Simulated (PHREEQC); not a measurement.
## Alkaline etch or developer: speciation

Make-up at 25 °C: 13 mmol/kgw LiOH, 1.4 mmol/kgw H4SiO4 and 0.5 mmol/kgw Na2CO3. Closed to the air; pH follows from the charge balance.

The numbers come from PHREEQC with the ion-association model, wateq4f.dat.

pH: 12.01
ionic strength: 0.0146 mol/kgw
total alkalinity: 14.0 meq/kg

```json
[
 {"species": "Li+", "molality": "0.0130", "activity": "0.0116", "log γ": "-0.050"},
 {"species": "OH-", "molality": "0.0115", "activity": "0.0101", "log γ": "-0.054"},
 {"species": "H3SiO4-", "molality": "0.00127", "activity": "0.00112", "log γ": "-0.053"},
 {"species": "Na+", "molality": "0.000994", "activity": "0.000882", "log γ": "-0.052"},
 {"species": "CO3-2", "molality": "0.000487", "activity": "0.000305", "log γ": "-0.203"},
 {"species": "H2SiO4-2", "molality": "0.000124", "activity": "7.74e-5", "log γ": "-0.203"},
 {"species": "H4SiO4", "molality": "7.49e-6", "activity": "7.51e-6", "log γ": "0.001"},
 {"species": "HCO3-", "molality": "7.22e-6", "activity": "6.42e-6", "log γ": "-0.051"},
 {"species": "NaCO3-", "molality": "5.63e-6", "activity": "5.01e-6", "log γ": "-0.051"},
 {"species": "NaHCO3", "molality": "3.17e-9", "activity": "3.18e-9", "log γ": "0.001"}
]
```

This is a speciation only: nothing precipitates in the calculation.
